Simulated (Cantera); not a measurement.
An adiabatic, constant-volume homogeneous reactor starts with C₃H₈ : O₂ : N₂ = 1 : 2.63 : 9.89 (molar parts), equivalence ratio 1.9, at 1550 K and 1.01 bar.

Model: GRI-Mech 3.0 (53 species, 325 reactions), integrated in Cantera. GRI-Mech 3.0 was tuned for natural gas; its chemistry of propane as a main component is partial and can be far from experiment.

x: mole fraction; the columns are a selection and need not sum to one.

| t (s) | T (K) | P (bar) | x C₃H₈ | x O₂ | x OH | x NO₂ | x CH₂ | x C₂H₄ |
|---|---|---|---|---|---|---|---|---|
| 8.00e-6 | 1530 | 1.01 | 0.0677 | 0.192 | 3.70e-5 | <1e-12 | (withheld) | 0.00533 |
| 2.25e-5 | 1535 | 1.03 | 0.0524 | 0.183 | 6.19e-5 | 3.18e-12 | (withheld) | 0.0195 |
| 6.35e-5 | 2992 | 2.47 | <1e-12 | 0.000171 | 0.00527 | 2.26e-8 | (withheld) | 3.04e-10 |
| 0.000179 | 2908 | 2.42 | <1e-12 | 0.000341 | 0.00697 | 3.59e-8 | 1.65e-11 | <1e-12 |
| 0.000504 | 2902 | 2.41 | <1e-12 | 0.000342 | 0.00696 | 5.01e-8 | 1.60e-11 | <1e-12 |
| 0.00142 | 2902 | 2.41 | <1e-12 | 0.000339 | 0.00693 | 5.60e-8 | 1.60e-11 | <1e-12 |
| 0.00400 | 2902 | 2.41 | <1e-12 | 0.000339 | 0.00693 | 5.62e-8 | 1.60e-11 | <1e-12 |
| 0.0113 | 2902 | 2.41 | <1e-12 | 0.000339 | 0.00693 | 5.62e-8 | 1.60e-11 | <1e-12 |
| 0.0317 | 2902 | 2.41 | <1e-12 | 0.000339 | 0.00693 | 5.62e-8 | 1.60e-11 | <1e-12 |
| 0.0894 | 2902 | 2.41 | <1e-12 | 0.000339 | 0.00693 | 5.62e-8 | 1.60e-11 | <1e-12 |
| 0.252 | 2902 | 2.41 | <1e-12 | 0.000339 | 0.00693 | 5.62e-8 | 1.60e-11 | <1e-12 |
| 0.710 | 2902 | 2.41 | <1e-12 | 0.000339 | 0.00693 | 5.62e-8 | 1.60e-11 | <1e-12 |
| 2.00 | 2902 | 2.41 | <1e-12 | 0.000339 | 0.00693 | 5.62e-8 | 1.60e-11 | <1e-12 |

Task: Some entries are withheld; supply them.

Result: 
- 8.00e-6, x CH₂: 1.05e-6
- 2.25e-5, x CH₂: 2.07e-6
- 6.35e-5, x CH₂: 4.57e-7
